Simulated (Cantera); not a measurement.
An isothermal, constant-pressure homogeneous reactor starts with 7.19 % NH3, 86.3 % H2, 6.54 % N2, at 1925 K and 20.0 Torr.

Model: the gas-phase N/H chemistry of the illustrative SiF4/NH3 mechanism in the Surface Chemkin manual (1991), integrated in Cantera. Walls and surfaces, which speed up NH3 decomposition in real reactors, are not modelled.

One state of this run: x NH3 = 0.0361; x H2 = 0.883; x N2 = 0.0798; x NH = 4.52e-6; x N2H4 = 2.85e-10; x H = 0.000958; x NH2 = 0.000111. x: mole fraction; the columns are a selection and need not sum to one.

Which value of t (s) does it belong to?
A) 0.0102
B) 1.95
C) 0.000200
D) 0.00276

B, 1.95
